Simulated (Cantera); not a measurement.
Feed: 1 mol (CH3)2SiCl2, 450 mol H2, equilibrated at 1877 °C and 13.3 mbar.

Equilibrium computed with Cantera from the NASA thermochemical tables; the gas is ideal and each condensed phase is pure. Candidate condensed phases: C, C6H6, C7H8, C8H18, Si, SiC; 109 gas species. The feed counts by its element totals alone. The tables' values for SiCl are old estimates; treat these amounts as uncertain. Gases not in the tables: Si2H6 and higher silanes. Rates play no part.

Base state: H2 0.956, H 0.0357, HCl 0.00419, C2H2 (acetylene) 0.00185, Si 0.00155, SiC2 0.000122, Cl 0.000114, SiH 8.53e-5 (mole fractions); condensed: C(graphite) + SiC(s).

Problem. What changes in the equilibrium state with this change: H2 from 450 to 3.2 mol?

Solution. 
```
species             before     after
----------------  --------  --------
H2                   0.956     0.709
HCl                0.00419     0.235
H                   0.0357    0.0308
SiCl2              3.41e-6    0.0145
SiCl3                <1e-9   6.55e-5
Cl                0.000114   0.00745
SiCl               1.16e-5  0.000754
SiH2               2.06e-5   1.53e-5
C2H2 (acetylene)   0.00185   0.00137
C(graphite), mol    0.0286      1.10
SiC(s), mol         0.0990     0.873
```
The tables' values for SiCl, SiCl3 are old estimates; treat these amounts as uncertain.
